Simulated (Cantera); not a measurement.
A jet of 3.79 % CH₄, 19.4 % O₂, 76.8 % N₂, equivalence ratio 0.39 at 300 K and 0.0493 atm hits a platinum plate 3.7 cm away at a mass flux of 0.048 kg/m²/s; the plate temperature is set and raised in steps from an oxygen-covered start.

Cantera simulation using Deutschmann's 1995 Pt surface mechanism with GRI-Mech 3.0 gas chemistry; the numbers are that mechanism's predictions, not measurements. Catalytic surfaces can have several steady states; this one follows from the mechanism file's or the stated starting coverage.

x: mole fraction at the wall; θ: surface coverage.

```json
[
 {"plate T (K)": "850", "wall x CH₄": "0.0336", "wall x O₂": "0.185", "wall x H₂O": "0.00811", "wall x OH": "<1e-8", "wall x CO": "(withheld)", "wall x CO₂": "0.00526", "θ free Pt": "0.144", "θ O*": "0.856"},
 {"plate T (K)": "900", "wall x CH₄": "0.0295", "wall x O₂": "0.176", "wall x H₂O": "0.0158", "wall x OH": "3.31e-8", "wall x CO": "(withheld)", "wall x CO₂": "0.0103", "θ free Pt": "0.207", "θ O*": "0.793"},
 {"plate T (K)": "950", "wall x CH₄": "0.0247", "wall x O₂": "0.166", "wall x H₂O": "0.0247", "wall x OH": "1.12e-7", "wall x CO": "(withheld)", "wall x CO₂": "0.0161", "θ free Pt": "0.275", "θ O*": "0.724"},
 {"plate T (K)": "1000", "wall x CH₄": "0.0202", "wall x O₂": "0.156", "wall x H₂O": "0.0331", "wall x OH": "3.20e-7", "wall x CO": "(withheld)", "wall x CO₂": "0.0216", "θ free Pt": "0.346", "θ O*": "0.653"},
 {"plate T (K)": "1050", "wall x CH₄": "0.0164", "wall x O₂": "0.148", "wall x H₂O": "0.0400", "wall x OH": "8.04e-7", "wall x CO": "1.59e-5", "wall x CO₂": "0.0262", "θ free Pt": "0.417", "θ O*": "0.582"},
 {"plate T (K)": "1100", "wall x CH₄": "0.0135", "wall x O₂": "0.142", "wall x H₂O": "0.0453", "wall x OH": "1.80e-6", "wall x CO": "(withheld)", "wall x CO₂": "0.0297", "θ free Pt": "0.486", "θ O*": "0.513"},
 {"plate T (K)": "1150", "wall x CH₄": "0.0113", "wall x O₂": "0.138", "wall x H₂O": "0.0493", "wall x OH": "3.69e-6", "wall x CO": "(withheld)", "wall x CO₂": "0.0324", "θ free Pt": "0.552", "θ O*": "0.447"}
]
```

Question: Some entries are withheld; supply them.

Answer: 
- 850, wall x CO: 8.98e-6
- 900, wall x CO: 1.13e-5
- 950, wall x CO: 1.32e-5
- 1000, wall x CO: 1.46e-5
- 1100, wall x CO: 1.72e-5
- 1150, wall x CO: 1.89e-5
